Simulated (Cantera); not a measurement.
An isothermal, constant-pressure homogeneous reactor starts with 41.0 % CH4, 49.2 % H2O, 9.84 % H2, at 1725 K and 100.0 Torr.

Cantera simulation using GRI-Mech 3.0 (53 species, 325 reactions); the numbers are that mechanism's predictions, not measurements.

x: mole fraction; the columns are a selection and need not sum to one.

```
t (s)          x CH4       x H2O        x H2       x HCO      x C2H2
--------  ----------  ----------  ----------  ----------  ----------
1.00e-6        0.410       0.492      0.0984      <1e-12      <1e-12
8.18e-6        0.410       0.492      0.0984      <1e-12      <1e-12
6.69e-5        0.409       0.492      0.0986    5.94e-12     7.85e-9
0.000547       0.404       0.491       0.102     9.08e-9     5.55e-5
0.00447        0.296       0.456       0.203     4.82e-8      0.0283
0.0366        0.0908       0.370       0.422     1.76e-8       0.106
0.299         0.0223       0.265       0.553     7.62e-9      0.0963
2.45         0.00942       0.114       0.674     7.79e-9      0.0317
20.0      (withheld)  (withheld)  (withheld)  (withheld)  (withheld)
```

Fill in the missing entries.


- 20.0, x CH4: 0.00145
- 20.0, x H2O: 0.0461
- 20.0, x H2: 0.728
- 20.0, x HCO: 9.38e-9
- 20.0, x C2H2: 0.00164
